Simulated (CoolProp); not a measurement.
A simple Rankine cycle with water: condensing at 294.15 K, boiler at 7.57 MPa, turbine inlet 604.3 K, turbine efficiency 0.65, pump efficiency 0.6, no recuperator. Each further row changes one setting.

The numbers come from the reference Helmholtz-energy equation of state, Wagner 2002 in CoolProp.

```tsv
case	thermal efficiency (%)	net work (kJ/kg)	heat in (kJ/kg)	turbine exit temperature (K)	volume ratio over the turbine
as stated	26.0	…	2840	294.1	1550
turbine inlet 624.3 K	26.2	761	2900	294.1	1480
condensing temperature 286.15 K	26.8	768	…	286.1	2480
boiler pressure 5.3 MPa	…	…	2910	294.1	…
turbine efficiency 0.55	22.0	…	2840	294.1	…
```

Q: Complete the blanks.

A: 
- as stated, net work (kJ/kg): 738
- condensing temperature 286.15 K, heat in (kJ/kg): 2870
- boiler pressure 5.3 MPa, thermal efficiency (%): 25.4
- boiler pressure 5.3 MPa, net work (kJ/kg): 739
- boiler pressure 5.3 MPa, volume ratio over the turbine: 1040
- turbine efficiency 0.55, net work (kJ/kg): 623
- turbine efficiency 0.55, volume ratio over the turbine: 1630

The expansion ends wet for: as stated; turbine inlet 624.3 K; condensing temperature 286.15 K; boiler pressure 5.3 MPa; turbine efficiency 0.55.
